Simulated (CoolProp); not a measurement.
Saturation properties of R1234yf.

The numbers come from the reference Helmholtz-energy equation of state, Lemmon 2022 in CoolProp.

```tsv
T (K)	p (MPa)	vapour density (kg/m³)	enthalpy of vaporisation (kJ/kg)	liquid cp (kJ/(kg K))	vapour viscosity (µPa s)	liquid conductivity (mW/(m K))
179.7	0.001781	0.1362	212.2	1.109	7.36	106
194.6	0.006062	0.4298	205.1	1.127	7.99	99.8
209.5	0.01682	1.115	198.0	1.149	8.62	94.2
224.5	0.04003	2.505	190.7	1.177	9.26	88.5
239.4	0.08357	4.987	183.1	1.209	9.89	83.1
254.3	0.1580	9.086	174.9	1.246	10.5	77.8
269.2	0.2757	15.46	166.0	1.287	11.2	72.8
284.2	0.4522	25.05	156.0	1.337	11.9	67.9
299.1	0.7011	38.94	144.7	1.398	12.6	63.2
314	1.041	59.03	131.6	1.481	13.4	58.8
```

It boils at 243.7 K under 1 atm.

Viscosity comes from a separate model (Bell 2016), an estimate that may be off by 10 % or more. Thermal conductivity comes from a separate model (Perkins 2011).
